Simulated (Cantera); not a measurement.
Dilute partial oxidation

An isothermal, constant-pressure homogeneous reactor starts with 0.770 % CH₃OH, 0.484 % O₂, 98.7 % N₂, at 1275 K and 11300 Torr.

Cantera simulation using GRI-Mech 3.0 (53 species, 325 reactions); the numbers are that mechanism's predictions, not measurements. GRI-Mech 3.0 was tuned for natural gas; its chemistry of methanol as a main component is partial and can be far from experiment. The pressure lies above the range GRI-Mech 3.0 was tuned for (to about 10 atm).

```
t (s)      x CH₃OH      x O₂     x H₂O      x H₂      x CO     x CH₂
--------  --------  --------  --------  --------  --------  --------
1.00e-6    0.00770   0.00484   1.34e-8   1.27e-8   2.01e-9   1.04e-9
3.83e-6    0.00770   0.00484   5.68e-8   7.04e-8   8.94e-9   1.04e-9
1.47e-5    0.00770   0.00484   2.25e-7   3.07e-7   3.56e-8   1.04e-9
5.62e-5    0.00770   0.00484   9.09e-7   1.42e-6   1.39e-7   1.04e-9
0.000215   0.00768   0.00483   5.50e-6   9.52e-6   6.16e-7   1.04e-9
0.000825   0.00670   0.00451  0.000493  0.000611  0.000155   1.07e-9
0.00316   9.34e-10   3.13e-6   0.00875   0.00648   0.00680  1.49e-11
0.0121    1.80e-10   6.25e-7   0.00870   0.00653   0.00674    <1e-12
0.0464    4.79e-11   2.27e-7   0.00867   0.00657   0.00671    <1e-12
0.178     1.52e-11   7.27e-8   0.00864   0.00660   0.00667    <1e-12
0.681     5.96e-12   1.57e-8   0.00859   0.00665   0.00663    <1e-12
2.61      4.41e-12  4.99e-10   0.00849   0.00674   0.00653    <1e-12
10.0      4.02e-12    <1e-12   0.00819   0.00704   0.00623    <1e-12
```
x: mole fraction; the columns are a selection and need not sum to one.

Equilibrium at this temperature and pressure: CH₃OH <1e-12, O₂ <1e-12, H₂O 0.00700, H₂ 0.00824, CO 0.00505, CH₂ <1e-12 (gas phase only).
